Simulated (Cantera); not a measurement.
# Iron carbonyl, mercury and lead vapours: Pb + H2 + CO

Input: 1 mol Pb, 32 mol H2, 0.09 mol CO, at 0.000470 bar.

Method: chemical equilibrium by Gibbs-energy minimisation in Cantera with the NASA 1993 tables (ideal gas, pure condensed phases). Candidate condensed phases: C, C6H6, C7H8, C8H18, H2O, Pb, PbO, PbO2, Pb3O4; 113 gas species. Rates play no part.

From 427 °C to 652 °C the condensed part is Pb(l). From 727 °C to 1327 °C nothing is condensed. The main Pb-bearing gas is Pb throughout.

```csv
T (°C),x H2,x Pb,x CO,x H,x CH4,x H2O,n Pb(l)
427,0.996,2.37e-6,0.00164,1.16e-12,0.00115,0.00113,1.000
502,0.997,5.29e-5,0.00257,4.57e-11,0.000230,0.000227,0.998
577,0.996,0.000677,0.00275,9.43e-10,5.16e-5,5.12e-5,0.978
652,0.992,0.00568,0.00277,1.20e-8,1.42e-5,1.42e-5,0.817
727,0.967,0.0302,0.00272,1.03e-7,4.53e-6,4.52e-6,0
802,0.967,0.0302,0.00272,6.66e-7,1.76e-6,1.76e-6,0
877,0.967,0.0302,0.00272,3.38e-6,7.73e-7,7.71e-7,0
952,0.967,0.0302,0.00272,1.41e-5,3.74e-7,3.75e-7,0
1027,0.967,0.0302,0.00272,5.02e-5,1.96e-7,1.99e-7,0
1102,0.967,0.0302,0.00272,0.000155,1.07e-7,1.16e-7,0
1177,0.967,0.0302,0.00272,0.000429,5.93e-8,7.54e-8,0
1252,0.966,0.0302,0.00272,0.00107,3.18e-8,5.59e-8,0
1327,0.965,0.0302,0.00272,0.00246,1.66e-8,4.62e-8,0
```
x: gas mole fraction; n: condensed amount in mol.
